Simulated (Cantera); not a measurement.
**Equilibrium for roasting and sulfation: FeS₂ + SO₂ + N₂**

A closed system holds: 1 mol FeS₂, 0.19 mol SO₂, 0.98 mol N₂, at 82.5 Torr.

Method: chemical equilibrium by Gibbs-energy minimisation in Cantera with the NASA 1993 tables (ideal gas, pure condensed phases). Candidate condensed phases: Fe, FeO, FeS, FeSO₄, FeS₂, Fe₂O₃, Fe₂(SO₄)₃, Fe₃O₄, S; 19 gas species. FeS: taken at fixed stoichiometry. Gases not in the tables: S₃ to S₇. Kinetics and transport are ignored.

From 673 K to 773 K the condensed part is FeS₂(s) + Fe₃O₄(s). At 873 K the condensed part is FeS(s) + FeS₂(s). From 973 K to 1373 K the condensed part is FeS(s). From 1473 K to 1973 K the condensed part is FeS(l).

```csv
T (K),x N₂,x S₂,x SO₂,x SO,x S₂O,x S,n FeS₂(s),n Fe₃O₄(s),n FeS(s),n FeS(l)
673,0.838,4.75e-5,0.162,3.13e-9,9.77e-6,<1e-12,1.000,1.60e-5,0,0
773,0.837,0.000926,0.162,1.09e-7,8.23e-5,<1e-12,0.999,0.000289,0,0
873,0.811,0.0317,0.157,2.28e-6,0.00107,8.52e-11,0.921,0,0.0787,0
973,0.587,0.296,0.112,1.88e-5,0.00456,5.52e-9,0,0,1.00,0
1073,0.587,0.296,0.112,7.64e-5,0.00437,6.65e-8,0,0,1.00,0
1173,0.587,0.296,0.112,0.000244,0.00421,5.26e-7,0,0,1.00,0
1273,0.587,0.296,0.112,0.000648,0.00408,3.01e-6,0,0,1.00,0
1373,0.587,0.296,0.111,0.00149,0.00396,1.34e-5,0,0,1.00,0
1473,0.587,0.296,0.110,0.00306,0.00386,4.85e-5,0,0,0,1.00
1573,0.586,0.295,0.109,0.00570,0.00375,0.000150,0,0,0,1.00
1673,0.586,0.294,0.107,0.00981,0.00363,0.000403,0,0,0,1.000
1773,0.585,0.291,0.104,0.0158,0.00350,0.000969,0,0,0,1.000
1873,0.583,0.288,0.0994,0.0239,0.00334,0.00212,0,0,0,1.000
1973,0.580,0.283,0.0938,0.0342,0.00316,0.00427,0,0,0,0.999
```
x: gas mole fraction; n: condensed amount in mol.
